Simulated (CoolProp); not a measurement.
Normal hydrogen along the isotherm -235.35 °C: density (kg/m³) from the reference equation and from simpler models built on Tc = -240.0 °C, pc = 1.296 MPa, ω = -0.219; each cubic takes its own stable root.

Computed with CoolProp (reference Helmholtz-energy equation of state, Leachman 2009).

| p (MPa) | phase | reference |
|---|---|---|
| 0.81 | gas | 6.175 |
| 1.62 | supercritical | 16.49 |
| 2.43 | supercritical | 36.95 |
| 3.24 | supercritical | 47.13 |
| 4.05 | supercritical | 51.94 |
| 4.86 | supercritical | 55.13 |
| 5.67 | supercritical | 57.55 |
| 6.48 | supercritical | 59.53 |
| 7.29 | supercritical | 61.20 |
| 8.1 | supercritical | 62.67 |
| 8.91 | supercritical | 63.97 |
| 9.72 | supercritical | 65.16 |
| 10.5 | supercritical | 66.20 |
| 11.3 | supercritical | 67.19 |
| 12.2 | supercritical | 68.22 |
| 13 | supercritical | 69.07 |

Task: How far does each simpler model (Redlich-Kwong, Soave-Redlich-Kwong) lie from the reference over these 16 states: mean and median of the absolute difference, and the worst?

Result: 
- Redlich-Kwong: mean 3.7 %, median 1.6 %, worst -15.7 % at -235.35 °C and 2.43 MPa
- Soave-Redlich-Kwong: mean 2.1 %, median 2.1 %, worst -4.2 % at -235.35 °C and 3.24 MPa
